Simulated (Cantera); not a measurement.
Input (Python, Cantera) and output of one run.

```python
import numpy as np
import cantera as ct

gas_names = """
    H H2 N NH NH2 NH3 N2 N2H2 N2H4 Si SiH SiH2 SiH3 SiH4 SiN Si2 Si2N Si3
""".split()
cond_names = """
    Si(cr) Si(L) Si3N4(a)
""".split()


def load(file, names, dense=False):
    # The tables refer to 1 bar. Condensed volumes are neglected.
    table = {s.name: s for s in ct.Species.list_from_file(file)}
    out = []
    for n in names:
        d = dict(table[n].input_data)
        d["thermo"] = dict(d["thermo"], **{"reference-pressure": 1e5})
        if dense:
            d["equation-of-state"] = {"model": "constant-volume", "density": "1e6 g/cm^3"}
        out.append(ct.Species.from_dict(d))
    return out


gas = ct.Solution(thermo="ideal-gas", species=load("nasa_gas.yaml", gas_names))
cond = {s.name: ct.Solution(thermo="fixed-stoichiometry", species=[s], name=s.name)
        for s in load("nasa_condensed.yaml", cond_names, dense=True)}
atoms = {
    'SiH4': {'Si': 1, 'H': 4},
    'NH3': {'N': 1, 'H': 3},
    'N2': {'N': 2},
}
top_T = {'Si3N4(a)': 2400}  # K; cautious upper limits of use, not melting points


def equilibrate(T, P, feed):
    n = {}
    for name, mol in feed.items():
        for a, k in atoms[name].items():
            n[a] = n.get(a, 0.0) + k * mol
    gas.TPX = T, P, n
    mass = sum(n.values()) * gas.mean_molecular_weight
    gas.equilibrate("TP")
    valid = [c for c in cond.values() if c.min_temp <= T <= top_T.get(c.name, c.max_temp)]
    mix = ct.Mixture([(gas, mass / gas.mean_molecular_weight)] + [(c, 0.0) for c in valid])
    mix.T, mix.P = T, P
    mix.equilibrate("TP", solver="vcs", rtol=1e-11, max_steps=5000)
    return mix


results = []
feed = {'SiH4': 1, 'NH3': 0.16, 'N2': 2}  # mol
for P in [5, 21, 85, 350, 1400, 5900, 24000, 100000]:
    for T in [850, 950, 1050, 1150, 1250, 1350, 1450, 1550, 1650, 1750, 1850, 1950]:
        mix = equilibrate(T, P, feed)
        results.append((T, P, feed, dict(zip(mix.species_names, mix.species_moles))))

for T, P, feed, n in results:
    print(f"{T:7g} {P:10.4g}  " + (" + ".join(c for c in cond_names if n.get(c, 0) > 1e-12) or "gas only"))
```

Result:

```
    850          5  Si3N4(a)
    950          5  Si3N4(a)
   1050          5  Si3N4(a)
   1150          5  Si3N4(a)
   1250          5  Si3N4(a)
   1350          5  Si3N4(a)
   1450          5  Si3N4(a)
   1550          5  Si(cr)
   1650          5  Si(cr)
   1750          5  Si(L)
   1850          5  Si(L)
   1950          5  gas only
    850         21  Si3N4(a)
    950         21  Si3N4(a)
   1050         21  Si3N4(a)
   1150         21  Si3N4(a)
   1250         21  Si3N4(a)
   1350         21  Si3N4(a)
   1450         21  Si3N4(a)
   1550         21  Si(cr)
   1650         21  Si(cr)
   1750         21  Si(L)
   1850         21  Si(L)
   1950         21  Si(L)
    850         85  Si3N4(a)
    950         85  Si3N4(a)
   1050         85  Si3N4(a)
   1150         85  Si3N4(a)
   1250         85  Si3N4(a)
   1350         85  Si3N4(a)
   1450         85  Si3N4(a)
   1550         85  Si3N4(a)
   1650         85  Si(cr)
   1750         85  Si(L)
   1850         85  Si(L)
   1950         85  Si(L)
    850        350  Si3N4(a)
    950        350  Si3N4(a)
   1050        350  Si3N4(a)
   1150        350  Si3N4(a)
   1250        350  Si3N4(a)
   1350        350  Si3N4(a)
   1450        350  Si3N4(a)
   1550        350  Si3N4(a)
   1650        350  Si3N4(a)
   1750        350  Si(L)
   1850        350  Si(L)
   1950        350  Si(L)
    850       1400  Si3N4(a)
    950       1400  Si3N4(a)
   1050       1400  Si3N4(a)
   1150       1400  Si3N4(a)
   1250       1400  Si3N4(a)
   1350       1400  Si3N4(a)
   1450       1400  Si3N4(a)
   1550       1400  Si3N4(a)
   1650       1400  Si3N4(a)
   1750       1400  Si3N4(a)
   1850       1400  Si(L)
   1950       1400  Si(L)
    850       5900  Si3N4(a)
    950       5900  Si3N4(a)
   1050       5900  Si3N4(a)
   1150       5900  Si3N4(a)
   1250       5900  Si3N4(a)
   1350       5900  Si3N4(a)
   1450       5900  Si3N4(a)
   1550       5900  Si3N4(a)
   1650       5900  Si3N4(a)
   1750       5900  Si3N4(a)
   1850       5900  Si3N4(a)
   1950       5900  Si(L)
    850    2.4e+04  Si3N4(a)
    950    2.4e+04  Si3N4(a)
   1050    2.4e+04  Si3N4(a)
   1150    2.4e+04  Si3N4(a)
   1250    2.4e+04  Si3N4(a)
   1350    2.4e+04  Si3N4(a)
   1450    2.4e+04  Si3N4(a)
   1550    2.4e+04  Si3N4(a)
   1650    2.4e+04  Si3N4(a)
   1750    2.4e+04  Si3N4(a)
   1850    2.4e+04  Si3N4(a)
   1950    2.4e+04  Si3N4(a)
    850      1e+05  Si3N4(a)
    950      1e+05  Si3N4(a)
   1050      1e+05  Si3N4(a)
   1150      1e+05  Si3N4(a)
   1250      1e+05  Si3N4(a)
   1350      1e+05  Si3N4(a)
   1450      1e+05  Si3N4(a)
   1550      1e+05  Si3N4(a)
   1650      1e+05  Si3N4(a)
   1750      1e+05  Si3N4(a)
   1850      1e+05  Si3N4(a)
   1950      1e+05  Si3N4(a)
```

Cantera equilibrium calculation (NASA polynomials, part measured and part estimated; ideal gas, pure solids and liquids).
